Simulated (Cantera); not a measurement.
A perfectly stirred reactor is fed with CO : H2 : O2 : N2 = 1 : 0.34 : 1.14 : 4.27 (molar parts), equivalence ratio 0.59, at 11.8 atm; it is adiabatic with a 525 K inlet, and is followed from long to short residence time, starting on the burning branch (τ in s: 0.047, 0.02, 0.0087, 0.0037, 0.0016, 0.0007, 0.0003, 0.00013, 5.6e-05).

Model: GRI-Mech 3.0 (53 species, 325 reactions), integrated in Cantera. The hydrogen kinetics of GRI-Mech 3.0 are dated; newer H2 mechanisms differ, most at raised pressure. The pressure lies above the range GRI-Mech 3.0 was tuned for (to about 10 atm).

Question: What does this change do: inlet temperature 525 to 748 K?

Answer: 
| quantity | before | after |
|---|---|---|
| blow-out, bracketed by the residence times tried | burning at 56.0 µs, the shortest tried | burning at 56.0 µs, the shortest tried |
| x(CO) at τ = 47.0 ms | 0.000650 | 0.00164 |
| x(H2) at τ = 47.0 ms | 4.04e-5 | 9.91e-5 |
| x(O2) at τ = 47.0 ms | 0.0768 | 0.0751 |
| x(OH) at τ = 47.0 ms | 0.00105 | 0.00196 |
| x(NO) at τ = 47.0 ms | 0.000907 | 0.00461 |
| x(CO) at τ = 1.60 ms | 0.00339 | 0.00395 |
| x(H2) at τ = 1.60 ms | 0.000162 | 0.000201 |
| x(O2) at τ = 1.60 ms | 0.0782 | 0.0780 |
| x(OH) at τ = 1.60 ms | 0.00178 | 0.00258 |
| x(NO) at τ = 1.60 ms | 0.000123 | 0.000512 |
